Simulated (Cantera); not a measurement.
Input: 1 mol SiCl4, 0.029 mol Cl2, 200 mol N2, at 400 Pa.

Equilibrium computed with Cantera from the NASA thermochemical tables; the gas is ideal and each condensed phase is pure. Candidate condensed phases: Si, Si3N4; 13 gas species. The numbers say what is thermodynamically allowed, not how fast it happens. All values below are at 925 °C.

Base state: N2 0.995, SiCl4 0.00497, Cl 0.000265, Cl2 1.31e-5 (mole fractions); condensed: gas only.

Question: What changes in the equilibrium state with this change: SiCl4 replaced by SiH2Cl2?

Answer: 
```tsv
species	before	after
N2	0.995	0.990
HCl	0	0.00861
H2	0	0.000663
SiCl4	0.00497	0.000313
Cl2	1.31e-5	<1e-9
SiCl2	1.61e-8	9.40e-5
Cl	0.000265	8.71e-7
SiCl3	3.01e-6	5.77e-5
Si3N4(s), mol	0	0.302
```
N2 is the only nitrogen source here; it is nearly inert below about 1500 K, so the nitride shown seldom forms there in practice. The tables' values for SiCl3 are old estimates; treat these amounts as uncertain. Further candidate phases: NH4Cl.
